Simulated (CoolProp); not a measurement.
R113 at several states: Z from the reference equation and from simpler models built on Tc = 487.2 K, pc = 33.92 bar, ω = 0.253; each cubic takes its own stable root.

Values from CoolProp's reference Helmholtz-energy equation of state, Marx 1992.

```csv
T (K),p (bar),phase,reference
326.2,0.402,gas,0.9852
485.4,61.7,liquid,0.2821
455.8,36.7,liquid,0.1651
492.4,7.83,gas,0.9208
```

Question: How far does each simpler model (Soave-Redlich-Kwong, Peng-Robinson) lie from the reference over these 4 states: mean and median of the absolute difference, and the worst?

Answer: 
- Soave-Redlich-Kwong: mean 7.5 %, median 7.5 %, worst +15.1 % at 455.8 K and 36.7 bar
- Peng-Robinson: mean 1.6 %, median 1.6 %, worst +3.3 % at 485.4 K and 61.7 bar
